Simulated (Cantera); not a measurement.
CH3OH + CO2 (carbon deposition, reforming and gasification)

A closed system holds: 1 mol CH3OH, 2.2 mol CO2, equilibrated at 750 Torr.

Method: chemical equilibrium by Gibbs-energy minimisation in Cantera with the NASA 1993 tables (ideal gas, pure condensed phases). Candidate condensed phases: C, C6H6, C7H8, C8H18, H2O; 110 gas species. Kinetics and transport are ignored.

```csv
T (°C),log p CO,log p H2O,log p CO2,log p H2,log p H,log p OH,log p O
1050,-0.41,-0.70,-0.65,-0.73,-6.16,-7.98,<-12
1150,-0.40,-0.68,-0.67,-0.76,-5.56,-7.14,-11.99
1250,-0.39,-0.66,-0.69,-0.78,-5.03,-6.42,-10.73
1350,-0.38,-0.64,-0.71,-0.80,-4.56,-5.78,-9.62
1450,-0.37,-0.63,-0.72,-0.82,-4.15,-5.22,-8.65
1550,-0.36,-0.62,-0.74,-0.84,-3.78,-4.72,-7.78
1650,-0.36,-0.61,-0.75,-0.86,-3.45,-4.27,-7.00
1750,-0.36,-0.60,-0.76,-0.87,-3.16,-3.87,-6.30
1850,-0.35,-0.60,-0.77,-0.88,-2.89,-3.51,-5.66
1950,-0.35,-0.59,-0.78,-0.89,-2.64,-3.18,-5.09
2050,-0.35,-0.59,-0.79,-0.91,-2.42,-2.88,-4.56
2150,-0.35,-0.59,-0.79,-0.92,-2.21,-2.60,-4.07
```
log p: log10 of the partial pressure in bar; nothing condenses.

From 1050 °C to 2150 °C nothing is condensed. The main C-bearing gas is CO throughout.
